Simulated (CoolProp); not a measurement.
The fluid at 293.15 K and 11.6 MPa flows at 2.3 m/s in a round tube of 50 mm bore and 1.5 µm roughness, fully developed (64/Re and Nu = 3.66 if laminar; Colebrook and Gnielinski if turbulent). The same conditions are run with several fluids, on thermodynamics alone (safety and materials aside).

Computed with CoolProp (reference Helmholtz-energy equation of state of each fluid (nitrogen: Span 2000; CF4 (R14): Platzer 1990; dry air: Lemmon 2000; oxygen: Schmidt 1985; C2F6 (R116): Lemmon 2006)). The equations of Platzer and Polt are older, rougher fits. Blends and air are pseudo-pure fits.

```csv
fluid,Reynolds number,Darcy friction factor,pressure drop (Pa/m),heat-transfer coefficient (W/(m² K)),mass flow (kg/h)
nitrogen,754000,0.0128,89.5,647,2160
CF4 (R14),1960000,0.0113,376,2140,10200
dry air,768000,0.0127,93.7,659,2260
oxygen,795000,0.0127,108,707,2630
C2F6 (R116),1040000,0.0122,787,3170,19800
```

Transport values come from each fluid's own correlations; those of CF4 (R14), C2F6 (R116) are estimates that may be off by 10 % or more.
